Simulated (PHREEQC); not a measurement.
Make-up at 25 °C: 0.0063 mol/kgw NaHSO4 and 0.2 mol/kgw Na2SO4. Closed to the air; pH follows from the charge balance.

Computed with PHREEQC (ion-association model, wateq4f.dat).

### Question
The ionic strength comes out as 0.500 mol/kgw. What activity coefficients do HSO4-, SO4-2, NaSO4-, Na+, H+ get?

### Answer
HSO4- 0.67, SO4-2 0.21, NaSO4- 0.69, Na+ 0.71, H+ 0.76.

Precipitation was switched off in this run.
